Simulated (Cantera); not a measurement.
Charge: 1 mol HF, 0.023 mol O2, at 2675 K and 10.0 mbar.

Method: chemical equilibrium by Gibbs-energy minimisation in Cantera with the NASA 1993 tables (ideal gas, pure condensed phases). Candidate condensed phases: H2O; 22 gas species. Kinetics and transport are ignored.

Base state: HF 0.905, F 0.0332, O 0.0258, H 0.0232, O2 0.00631, OH 0.00351, H2 0.00202, H2O 0.00122 (mole fractions); condensed: gas only.

What changes in the equilibrium state with this change: O2 from 0.023 to 3.3 mol?


| species | before | after |
|---|---|---|
| O2 | 0.00631 | 0.540 |
| O | 0.0258 | 0.239 |
| HF | 0.905 | 0.181 |
| H | 0.0232 | 0.00747 |
| OH | 0.00351 | 0.0104 |
| F | 0.0332 | 0.0207 |
| H2 | 0.00202 | 0.000209 |
| H2O | 0.00122 | 0.00117 |
